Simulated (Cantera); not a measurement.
Input (Python, Cantera):

```python
import numpy as np
import cantera as ct

gas = ct.Solution("h2o2.yaml")
gas.TPX = 400, 1000000, {'H2': 1, 'O2': 0.357, 'N2': 1.07, 'H2O': 0.073}
flame = ct.FreeFlame(gas, width=0.008)
flame.set_refine_criteria(ratio=3, slope=0.08, curve=0.16)
flame.transport_model = "mixture-averaged"
flame.solve(loglevel=0, auto=True)
flame.transport_model = "multicomponent"
flame.soret_enabled = True
flame.solve(loglevel=0, refine_grid=True)
z, T = flame.grid, flame.T
thick = (T[-1] - T[0]) / np.gradient(T, z).max()
show = ['H2', 'O2', 'H2O', 'H2O2', 'HO2', 'OH']
print(f"laminar burning velocity  {flame.velocity[0] * 100:.3f} cm/s")
print(f"burnt temperature         {T[-1]:.1f} K")
print(f"thermal thickness         {thick * 1e3:.4f} mm")
print(f"grid points               {len(z)}")
z0 = z[flame.heat_release_rate.argmax()]
print(f"{'z/mm':>9s}{'T/K':>9s}{'u/(m/s)':>9s}" + "".join(f"{s:>11s}" for s in show))
rows = []
for k in (-3, -2, -1.5, -1, -0.5, -0.25, 0, 0.25, 0.5, 1, 2, 4, 8):
    zz = z0 + k * thick
    rows.append([k * thick, np.interp(zz, z, T), np.interp(zz, z, flame.velocity),
                 *(np.interp(zz, z, flame.X[gas.species_index(s)]) for s in show)])
    print(f"{rows[-1][0] * 1e3:9.3f}{rows[-1][1]:9.1f}{rows[-1][2]:9.3f}" + "".join(f"{x:11.3e}" for x in rows[-1][3:]))
```

Result:

```
laminar burning velocity  432.232 cm/s
burnt temperature         2515.7 K
thermal thickness         0.0191 mm
grid points               111
     z/mm      T/K  u/(m/s)         H2         O2        H2O       H2O2        HO2         OH
   -0.057    400.0    4.322  4.000e-01  1.428e-01  2.920e-02  2.881e-11  2.568e-10  2.701e-13
   -0.038    400.0    4.320  3.996e-01  1.429e-01  2.922e-02  1.021e-09  8.598e-09  6.342e-12
   -0.029    400.3    4.315  3.983e-01  1.432e-01  2.929e-02  1.504e-08  1.241e-07  1.175e-10
   -0.019    402.9    4.298  3.913e-01  1.449e-01  2.967e-02  3.015e-07  2.446e-06  8.896e-09
   -0.010    495.8    4.923  3.383e-01  1.550e-01  3.700e-02  6.044e-05  5.595e-04  2.542e-05
   -0.005    871.2    8.341  2.920e-01  1.427e-01  7.559e-02  2.253e-04  1.959e-03  1.073e-03
    0.000   1370.8   12.992  2.361e-01  1.049e-01  1.550e-01  9.463e-05  9.183e-04  2.756e-03
    0.005   1719.7   16.248  1.792e-01  6.080e-02  2.371e-01  9.183e-06  4.232e-04  5.756e-03
    0.010   1922.4   18.133  1.432e-01  3.087e-02  2.909e-01  4.962e-06  1.899e-04  8.858e-03
    0.019   2115.8   19.878  1.200e-01  8.875e-03  3.314e-01  2.543e-06  4.778e-05  1.169e-02
    0.038   2266.7   21.156  1.172e-01  2.590e-03  3.477e-01  1.314e-06  1.353e-05  1.095e-02
    0.076   2377.3   22.044  1.189e-01  1.071e-03  3.568e-01  7.532e-07  5.126e-06  8.168e-03
    0.153   2449.9   22.605  1.201e-01  4.073e-04  3.632e-01  3.761e-07  1.602e-06  5.356e-03
```

Detailed kinetics in Cantera: the H2/O2 subset of GRI-Mech 3.0, which has no nitrogen chemistry. The hydrogen kinetics of GRI-Mech 3.0 are dated; newer H2 mechanisms differ, most at raised pressure. Burning velocities carry a grid error of a few per cent, more on coarse grids.
